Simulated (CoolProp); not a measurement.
R245fa along the isotherm 166.85 °C: density (kg/m³) from the reference equation and from simpler models built on Tc = 153.9 °C, pc = 3651 kPa, ω = 0.378; each cubic takes its own stable root.

The numbers come from the reference Helmholtz-energy equation of state, Akasaka 2015 in CoolProp.

| p (kPa) | phase | reference |
|---|---|---|
| 1140 | gas | 46.40 |
| 2280 | gas | 107.1 |
| 3420 | gas | 203.0 |
| 4560 | supercritical | 536.8 |
| 5700 | supercritical | 764.9 |
| 6850 | supercritical | 830.9 |
| 7990 | supercritical | 871.3 |
| 9130 | supercritical | 901.2 |
| 10300 | supercritical | 925.6 |
| 11400 | supercritical | 944.8 |
| 12600 | supercritical | 963.0 |
| 13700 | supercritical | 977.7 |
| 14800 | supercritical | 990.9 |
| 16000 | supercritical | 1004 |
| 17100 | supercritical | 1015 |
| 18300 | supercritical | 1026 |

**Question.** How far does each simpler model (van der Waals, Peng-Robinson) lie from the reference over these 16 states: mean and median of the absolute difference, and the worst?

**Answer.** 
- van der Waals: mean 21.3 %, median 27.1 %, worst -27.6 % at 166.85 °C and 7990 kPa
- Peng-Robinson: mean 3.8 %, median 2.6 %, worst -11.5 % at 166.85 °C and 5700 kPa
